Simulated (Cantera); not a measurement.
Feed: 1 mol BN, 59 mol HCl, 5.5 mol N2, held at 1152 °C and 1.00 Torr.

Method: chemical equilibrium by Gibbs-energy minimisation in Cantera with the NASA 1993 tables (ideal gas, pure condensed phases). Candidate condensed phases: B, BN, NH4Cl; 21 gas species. The tables' values for BCl2 are old estimates; treat these amounts as uncertain. Gases not in the tables: BHCl2. Rates play no part.

Base state: HCl 0.867, N2 0.0930, H2 0.0236, BCl3 0.0154, Cl 0.000863, BCl2 4.61e-5, H 2.87e-5 (mole fractions); condensed: gas only.

Problem. What changes in the equilibrium state with this change: temperature from 1152 °C to 1427 °C?

Solution. 
| species | before | after |
|---|---|---|
| HCl | 0.867 | 0.847 |
| N2 | 0.0930 | 0.0922 |
| H2 | 0.0236 | 0.0292 |
| Cl | 0.000863 | 0.0155 |
| BCl3 | 0.0154 | 0.0136 |
| BCl | 5.60e-6 | 0.000748 |
| H | 2.87e-5 | 0.000690 |
The tables' values for BCl2, BCl are old estimates; treat these amounts as uncertain.

Problem. What changes in the equilibrium state with this change: BN replaced by AlN?

Solution. 
```csv
species,before,after
HCl,0.867,0.867
N2,0.0930,0.0930
H2,0.0236,0.0236
BCl3,0.0154,0
AlCl3,0,0.0154
AlCl2,0,6.85e-5
BCl2,4.61e-5,0
Cl,0.000863,0.000863
H,2.87e-5,2.87e-5
```
The tables' values for AlCl2 are old estimates; treat these amounts as uncertain. Further candidate phases: Al, AlCl3, AlN.
